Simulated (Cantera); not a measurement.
What does this Cantera script print?

```python
import numpy as np
import cantera as ct

gas = ct.Solution("gri30.yaml")
gas.TPX = 350, 37000, {'CH4': 1.3, 'CO': 0.26, 'O2': 2.84, 'N2': 10.5}
flame = ct.FreeFlame(gas, width=0.08)
flame.set_refine_criteria(ratio=3, slope=0.08, curve=0.16)
flame.transport_model = "mixture-averaged"
flame.solve(loglevel=0, auto=True)
z, T = flame.grid, flame.T
thick = (T[-1] - T[0]) / np.gradient(T, z).max()
show = ['CH4', 'CO', 'O2', 'HO2', 'H', 'N2O']
print(f"laminar burning velocity  {flame.velocity[0] * 100:.3f} cm/s")
print(f"burnt temperature         {T[-1]:.1f} K")
print(f"thermal thickness         {thick * 1e3:.4f} mm")
print(f"grid points               {len(z)}")
z0 = z[flame.heat_release_rate.argmax()]
print(f"{'z/mm':>9s}{'T/K':>9s}{'u/(m/s)':>9s}" + "".join(f"{s:>11s}" for s in show))
rows = []
for k in (-3, -2, -1.5, -1, -0.5, -0.25, 0, 0.25, 0.5, 1, 2, 4, 8):
    zz = z0 + k * thick
    rows.append([k * thick, np.interp(zz, z, T), np.interp(zz, z, flame.velocity),
                 *(np.interp(zz, z, flame.X[gas.species_index(s)]) for s in show)])
    print(f"{rows[-1][0] * 1e3:9.3f}{rows[-1][1]:9.1f}{rows[-1][2]:9.3f}" + "".join(f"{x:11.3e}" for x in rows[-1][3:]))
```

Result:

```
laminar burning velocity  68.126 cm/s
burnt temperature         2227.1 K
thermal thickness         0.9054 mm
grid points               155
     z/mm      T/K  u/(m/s)        CH4         CO         O2        HO2          H        N2O
   -2.716    350.0    0.682  8.721e-02  1.744e-02  1.905e-01  1.263e-08  1.489e-14  7.780e-15
   -1.811    350.4    0.683  8.709e-02  1.743e-02  1.903e-01  2.387e-07  2.842e-12  2.204e-13
   -1.358    352.7    0.689  8.682e-02  1.743e-02  1.899e-01  1.670e-06  1.175e-10  2.190e-12
   -0.905    384.0    0.753  8.481e-02  1.786e-02  1.876e-01  2.464e-05  6.638e-08  6.393e-11
   -0.453    766.0    1.524  6.420e-02  2.693e-02  1.606e-01  1.015e-04  1.880e-04  2.474e-09
   -0.226   1201.5    2.416  3.675e-02  4.210e-02  1.210e-01  1.197e-04  1.150e-03  8.350e-09
    0.000   1605.9    3.252  9.285e-03  5.755e-02  7.295e-02  1.040e-04  4.183e-03  2.034e-08
    0.226   1766.8    3.576  7.604e-04  5.478e-02  4.444e-02  1.610e-05  8.028e-03  3.538e-08
    0.453   1807.7    3.644  3.077e-05  4.491e-02  3.421e-02  4.884e-06  1.004e-02  4.413e-08
    0.905   1849.8    3.705  7.241e-08  3.388e-02  2.868e-02  3.648e-06  1.062e-02  4.645e-08
    1.811   1903.7    3.794  4.565e-12  2.807e-02  2.583e-02  2.983e-06  9.259e-03  4.681e-08
    3.621   1971.4    3.912  5.519e-17  2.549e-02  2.350e-02  2.325e-06  6.771e-03  5.013e-08
    7.243   2048.2    4.044  2.007e-17  2.236e-02  2.075e-02  1.682e-06  4.292e-03  5.627e-08
```

Detailed kinetics in Cantera: GRI-Mech 3.0 (53 species, 325 reactions). Burning velocities carry a grid error of a few per cent, more on coarse grids.
